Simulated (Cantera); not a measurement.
Feed: 1 mol SiH₄, 0.057 mol Cl₂, 4.4 mol H₂, equilibrated at 62.3 Torr.

These are equilibrium values from Cantera (NASA tables, ideal gas, pure condensed phases), not measurements of a reactor. Candidate condensed phases: Si; 19 gas species. Equilibrium is a limit: real reactors are often held back by kinetics, nucleation or transport.

Over these rows the condensed part is Si(s). Partial pressures as log10 of bar:

| T (K) | 1000/T (1/K) | log p SiCl₄ | log p H₂ | log p HCl |
|---|---|---|---|---|
| 975 | 1.0256 | -3.87 | -1.09 | -3.27 |
| 1050 | 0.9524 | -4.12 | -1.09 | -3.06 |
| 1125 | 0.8889 | -4.55 | -1.09 | -2.94 |
| 1200 | 0.8333 | -5.17 | -1.09 | -2.89 |
| 1275 | 0.7843 | -5.83 | -1.09 | -2.88 |
| 1350 | 0.7407 | ? | -1.09 | -2.88 |

Problem. Fit log p(SiCl₄) = a + b·(1000/T) to the five rows, give the apparent enthalpy, and predict the row at 1350 K.

Solution. Means: 1000/T = 0.8969, log p = -4.708. Sxy = 0.294941, Sxx = 0.0364317, so b = 8.10 and a = -4.708 − (8.10)×0.8969 = -11.97.
Apparent enthalpy: −19.145 × (8.10) = -155 kJ/mol. With the condensed phases at unit activity, Si(s) + 4 HCl(g) = SiCl₄(g) + 2 H₂(g) links this pressure to the main gases: over the six rows their terms move log p by +1.56 in all, so the slope isn't that reaction's ΔH° alone. The five rows lie within 0.22 of the line; that is curvature, so one enthalpy describes this range poorly.
Prediction at 1350 K: -11.97 + (8.10)×0.7407 = -5.97. The computed value is -6.45, 0.48 from the line.
